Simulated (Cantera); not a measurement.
Standard-state values (1 bar) from the NASA 1993 polynomials, evaluated with Cantera. Values are per mole of reaction as written; species without (g) are pure solids or liquids, kept so even where they would boil at 1 bar.

Problem. Between 723 and 1523 K, where is each reaction favourable under standard conditions?
- 2 P4(g) + 12 H2O(g) + 3 N2(g) ⇌ 8 PH3(g) + 6 NO2(g)

Solution. 
- 2 P4(g) + 12 H2O(g) + 3 N2(g) ⇌ 8 PH3(g) + 6 NO2(g): ΔG° is 3246 kJ at 723 K and 3476 kJ at 1523 K; it stays positive (K < 1). ΔH° is 3078 kJ and ΔS° -261 J/K at 1523 K.
